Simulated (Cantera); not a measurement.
Input: 1 mol Zr, 12 mol N2O, 240 mol H2, at 1 atm.

Equilibrium computed with Cantera from the NASA thermochemical tables; the gas is ideal and each condensed phase is pure. Candidate condensed phases: H2O, Zr, ZrN, ZrO2; 28 gas species. The numbers say what is thermodynamically allowed, not how fast it happens. All values below are at 2275 K.

Base state: H2 0.905, N2 0.0474, H2O 0.0395, H 0.00802, OH 5.45e-5 (mole fractions); condensed: ZrO2(tetragonal).

Q: What changes in the equilibrium state with this change: N2O from 12 to 5.5 mol?

A: 
```tsv
species	before	after
H2	0.905	0.955
N2	0.0474	0.0223
H2O	0.0395	0.0142
OH	5.45e-5	1.90e-5
H	0.00802	0.00824
ZrO2(tetragonal), mol	1.000	1.000
```
